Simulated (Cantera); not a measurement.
A closed system holds: 1 mol CaO, a varied amount of Cl2, 16 mol N2, equilibrated at 1748.15 K and 11000 Pa.

These are equilibrium values from Cantera (NASA tables, ideal gas, pure condensed phases), not measurements of a reactor. Candidate condensed phases: Ca, CaCl2, CaO; 17 gas species. The numbers say what is thermodynamically allowed, not how fast it happens.

x: gas mole fraction; nothing condenses.

```
n(Cl2) (mol)   x N2    x Cl    x Cl2  x CaCl2    x O2      x NO
------------  -----  ------  -------  -------  ------  --------
1.7           0.852  0.0610  0.00677   0.0533  0.0260   0.00127
2.2           0.816       ?        ?   0.0510  0.0248   0.00121
2.9           0.772   0.126   0.0288   0.0483  0.0235   0.00115
3.7           0.729   0.157   0.0447   0.0456  0.0222   0.00108
4.8           0.679   0.191   0.0661   0.0425  0.0206   0.00101
6.2               ?       ?        ?        ?       ?         ?
8             0.569   0.257    0.120   0.0356  0.0172  0.000844
10            0.517   0.285    0.148   0.0323  0.0157  0.000767
13            0.456   0.317    0.183   0.0285  0.0138  0.000676
```

### Question
What belongs in the gaps?

### Answer

- 6.2, x N2: 0.625
- 6.2, x Cl: 0.224
- 6.2, x Cl2: 0.0913
- 6.2, x CaCl2: 0.0391
- 6.2, x O2: 0.0190
- 6.2, x NO: 0.000929
- 2.2, x Cl: 0.0917
- 2.2, x Cl2: 0.0153
